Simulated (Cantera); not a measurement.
# Aluminium nitride and oxide growth: Al + N₂O + H₂

Input: 1 mol Al, 40 mol N₂O, 2.1 mol H₂, held at 6.23 Torr.

Method: chemical equilibrium by Gibbs-energy minimisation in Cantera with the NASA 1993 tables (ideal gas, pure condensed phases). Candidate condensed phases: Al, AlN, Al₂O₃, H₂O; 35 gas species. The numbers say what is thermodynamically allowed, not how fast it happens.

```csv
T (K),x N₂,x O₂,x H₂O,x NO,x O,x OH,x H,n Al₂O₃(s)
750,0.663,0.302,0.0348,8.82e-7,<1e-12,3.68e-10,<1e-12,0.500
850,0.663,0.302,0.0348,4.94e-6,4.47e-12,7.84e-9,<1e-12,0.500
950,0.663,0.302,0.0348,1.93e-5,1.92e-10,8.80e-8,<1e-12,0.500
1050,0.663,0.302,0.0348,5.81e-5,4.03e-9,6.24e-7,1.41e-12,0.500
1150,0.663,0.302,0.0348,0.000144,5.01e-8,3.15e-6,4.48e-11,0.500
1250,0.663,0.302,0.0348,0.000310,4.17e-7,1.23e-5,8.22e-10,0.500
1350,0.663,0.302,0.0348,0.000595,2.54e-6,3.92e-5,9.86e-9,0.500
1450,0.663,0.301,0.0348,0.00104,1.21e-5,0.000107,8.43e-8,0.500
1550,0.662,0.301,0.0347,0.00170,4.71e-5,0.000255,5.48e-7,0.500
1650,0.662,0.300,0.0345,0.00261,0.000156,0.000546,2.84e-6,0.500
1750,0.661,0.299,0.0342,0.00382,0.000449,0.00107,1.22e-5,0.500
1850,0.660,0.298,0.0337,0.00534,0.00116,0.00194,4.48e-5,0.500
1950,0.658,0.295,0.0329,0.00721,0.00269,0.00330,0.000144,0.500
2050,0.656,0.292,0.0316,0.00942,0.00577,0.00525,0.000407,0.500
```
x: gas mole fraction; n: condensed amount in mol.

From 750 K to 2050 K the condensed part is Al₂O₃(s).
